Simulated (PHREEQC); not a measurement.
PHREEQC input (ion-association model, phreeqc.dat):

```
SOLUTION_SPECIES
  SO4-2 + 9 H+ + 8 e- = HS- + 4 H2O  # shut off: sulfate is not reduced
    -log_k -100
    -delta_h 0
    -analytic -100
SOLUTION 0
  temp 25
  units mmol/kgw
  pH 7 charge
  Cl 2.41
  Mn(2) 1.2
  S(6) 4.8
  Zn 3.6
  Na 2.4
SOLUTION 1-30
  temp 25
  units mmol/kgw
  pH 7 charge
  Cl 18.31
  Na 8.1
  Zn 5.1
END
EXCHANGE 1-30
  X 0.016
  -equilibrate 1
END
SELECTED_OUTPUT 1
  -reset false
  -pH true
  -pe true
  -ionic_strength true
  -water true
  -step true
  -totals Cl Mn Na S Zn Mn(2) Mn(3) S(-2) S(6)
  -molalities MnX2 NaX ZnX2
  -saturation_indices Pyrochroite Halite Zn(OH)2(e)
PRINT
  -reset false
TRANSPORT
  -cells 30
  -shifts 150
  -lengths 0.00333333
  -time_step 60
  -dispersivities 0.005
  -boundary_conditions flux flux
  -correct_disp true
  -punch_cells 30
  -punch_frequency 5
END
```

Selected output (columns that matter, 22 of 31 rows; pore volumes added in front):

```
pore volumes	pH	mu	Cl	Mn	Na	S	Zn	m_MnX2	m_NaX	m_ZnX2	si_Pyrochroite	si_Halite	si_Zn(OH)2(e)
0	5.0307	0.02313	0.01831	0	0.0081	0	0.0051	0	0.00071596	0.007642	-1000	-5.53	-3.9917
0.1833	5.0307	0.02313	0.01831	1.4549e-23	0.0081	2.0976e-15	0.0051	1.1281e-23	0.00071596	0.007642	-28.233	-5.53	-3.9917
0.5167	5.0327	0.022959	0.017955	6.6772e-08	0.008017	0.00010715	0.0050711	5.2162e-08	0.00071237	0.0076438	-12.568	-5.5426	-3.9917
0.6833	5.0432	0.022089	0.016053	1.9585e-06	0.0075118	0.00068143	0.0049449	1.5848e-06	0.00068515	0.0076558	-11.085	-5.6179	-3.9899
1.0167	5.082	0.019235	0.0090426	4.5737e-05	0.005306	0.0027977	0.0046153	4.1184e-05	0.00052796	0.0076948	-9.6596	-6.0128	-3.9763
1.1833	5.0972	0.018243	0.0062833	0.00010769	0.004278	0.0036307	0.0045206	0.00010014	0.00043864	0.0076805	-9.2665	-6.2626	-3.9696
1.5167	5.1126	0.017325	0.0034821	0.00031423	0.0030442	0.0044764	0.0043761	0.0003003	0.00032097	0.0075392	-8.7803	-6.6651	-3.9681
1.6833	5.1157	0.01717	0.002937	0.00043898	0.0027518	0.0046409	0.0042895	0.00042293	0.00029213	0.007431	-8.6308	-6.7827	-3.9735
1.85	5.1175	0.017104	0.0026615	0.00056274	0.0025855	0.0047241	0.0041943	0.00054656	0.00027597	0.0073155	-8.5204	-6.8525	-3.9813
2.1833	5.1193	0.01708	0.0024638	0.00077917	0.0024468	0.0047838	0.0040081	0.00076925	0.00026359	0.007099	-8.3765	-6.91	-3.9989
2.35	5.1197	0.017085	0.0024344	0.00086594	0.0024222	0.0047926	0.0039278	0.00086133	0.00026197	0.0070077	-8.3299	-6.9197	-4.007
2.6833	5.1204	0.017101	0.0024149	0.00099693	0.002404	0.0047985	0.003802	0.0010038	0.00026163	0.0068654	-8.2678	-6.9266	-4.0203
2.85	5.1206	0.017108	0.0024121	0.001044	0.0024012	0.0047994	0.0037558	0.001056	0.00026195	0.006813	-8.2474	-6.9276	-4.0253
3.1833	5.1208	0.017118	0.0024104	0.0011102	0.0023996	0.0047999	0.0036901	0.0011305	0.00026266	0.0067382	-8.2203	-6.9282	-4.0325
3.35	5.1209	0.017122	0.0024102	0.0011326	0.0023995	0.0047999	0.0036677	0.0011559	0.00026295	0.0067126	-8.2114	-6.9283	-4.035
3.5167	5.121	0.017124	0.0024101	0.0011497	0.0023995	0.0048	0.0036506	0.0011754	0.00026319	0.006693	-8.2048	-6.9283	-4.0369
3.85	5.1211	0.017128	0.00241	0.0011724	0.0023997	0.0048	0.0036278	0.0012015	0.00026352	0.0066668	-8.1962	-6.9283	-4.0395
4.0167	5.1212	0.017129	0.00241	0.0011797	0.0023997	0.0048	0.0036205	0.0012098	0.00026363	0.0066583	-8.1934	-6.9283	-4.0403
4.35	5.1212	0.017131	0.00241	0.0011891	0.0023999	0.0048	0.003611	0.0012207	0.00026377	0.0066474	-8.1899	-6.9283	-4.0414
4.5167	5.1212	0.017131	0.00241	0.0011921	0.0023999	0.0048	0.003608	0.0012241	0.00026382	0.006644	-8.1888	-6.9283	-4.0417
4.85	5.1212	0.017132	0.00241	0.0011958	0.0023999	0.0048	0.0036042	0.0012285	0.00026388	0.0066396	-8.1874	-6.9283	-4.0421
5.0167	5.1212	0.017132	0.00241	0.001197	0.0024	0.0048	0.003603	0.0012298	0.00026389	0.0066382	-8.187	-6.9283	-4.0423
```
